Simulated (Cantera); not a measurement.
Cantera run:

```python
import numpy as np
import cantera as ct

gas_names = """
    C CN CO CO2 C2 CCN CNC C2N2 C2O C3 C3O2 C4 C4N2 C5 N NCO NO NO2 NO3 N2 N2O O O2 O3 Pb PbO Pb2
""".split()
cond_names = """
    C(gr) Pb(cr) Pb(L) PbO(rd) PbO(yw) PbO(L) PbO2(s) Pb3O4(s)
""".split()


# ... load() reads the species with a 1 bar reference pressure and builds the phases ...
atoms = {
    'Pb': {'Pb': 1},
    'N2': {'N': 2},
    'CO': {'C': 1, 'O': 1},
}
top_T = {'C(gr)': 4500, 'Pb3O4(s)': 820}  # K; cautious upper limits of use, not melting points


# ... equilibrate(T, P, feed) seeds the gas with the atoms and calls Mixture.equilibrate('TP', solver="vcs", rtol=1e-11, max_steps=5000) ...
results = []
feed = {'Pb': 1, 'N2': 0.23, 'CO': 0.13}  # mol
T = 1550  # K
for P in [10, 52, 270, 1400, 7200, 37000, 190000, 1000000]:
    mix = equilibrate(T, P, feed)
    results.append((T, P, feed, dict(zip(mix.species_names, mix.species_moles))))

top = {s: max(r[3][s] / sum(r[3][g] for g in gas_names) for r in results) for s in gas_names}
cols = sorted((s for s in top if top[s] > 0.0001), key=lambda s: -top[s])[:6]
seen = [c for c in cond_names if any(r[3].get(c, 0) > 1e-12 for r in results)]
print("log10 of partial pressures in bar; condensed amounts in mol")
print(f"{'P/Pa':>10s}" + "".join(f"{s[:9]:>10s}" for s in cols + seen))
for T, P, feed, n in results:
    ng = sum(n[g] for g in gas_names)
    print(f"{P:10.4g}" + "".join(f"{np.log10(max(n[s] / ng * P / 1e5, 1e-99)):10.3f}" for s in cols)
          + "".join(f"{n.get(c, 0):10.4g}" for c in seen))
```

Result:

```
log10 of partial pressures in bar; condensed amounts in mol
      P/Pa        Pb        N2        CO       CO2       Pb2     C(gr)     Pb(L)
        10    -4.134    -4.772    -5.020   -12.663   -10.104         0         0
        52    -3.418    -4.056    -4.304   -11.721    -8.672         0         0
       270    -2.702    -3.340    -3.588   -10.540    -7.241  8.09e-09         0
      1400    -1.987    -2.626    -2.873    -9.110    -5.812 7.132e-08         0
      7200    -1.407    -1.678    -1.926    -7.216    -4.652 6.668e-07    0.5702
   3.7e+04    -1.407    -0.675    -0.923    -5.209    -4.652 6.726e-06    0.9573
   1.9e+05    -1.407     0.075    -0.173    -3.709    -4.652  3.78e-05    0.9924
     1e+06    -1.407     0.804     0.555    -2.254    -4.652 0.0002014    0.9986
```

Cantera equilibrium calculation (NASA polynomials, part measured and part estimated; ideal gas, pure solids and liquids).
